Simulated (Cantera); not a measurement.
A perfectly stirred reactor is fed with CH₄ : O₂ : N₂ = 0.02 : 0.0026 : 1 (molar parts), equivalence ratio 15, at 11300 Torr; it is held at 1523 K, and followed from long to short residence time.

Cantera simulation using GRI-Mech 3.0 (53 species, 325 reactions); the numbers are that mechanism's predictions, not measurements. GRI-Mech 3.0 stops at C3 and has no aromatics, soot or wall deposition, so with more carbon than oxygen in the feed, carbon stays in small species such as C2H2 where larger ones or solid carbon would form. The pressure lies above the range GRI-Mech 3.0 was tuned for (to about 10 atm).

Question: What does this change do: 0.0038 parts H2 added?

Answer: 
| quantity | before | after |
|---|---|---|
| x(CH₄) at τ = 1.20 s | 0.00630 | 0.00663 |
| x(O₂) at τ = 1.20 s | 1.76e-5 | 1.64e-5 |
| x(CH₃) at τ = 1.20 s | 5.39e-6 | 5.29e-6 |
| x(NO) at τ = 1.20 s | 6.77e-11 | 5.35e-11 |
| x(C₂H₆) at τ = 1.20 s | 5.32e-6 | 5.11e-6 |
| x(CH₄) at τ = 16.0 ms | 0.0158 | 0.0160 |
| x(O₂) at τ = 16.0 ms | 0.00121 | 0.00106 |
| x(CH₃) at τ = 16.0 ms | 2.36e-5 | 2.14e-5 |
| x(NO) at τ = 16.0 ms | 7.09e-10 | 7.73e-10 |
| x(C₂H₆) at τ = 16.0 ms | 0.000109 | 8.43e-5 |
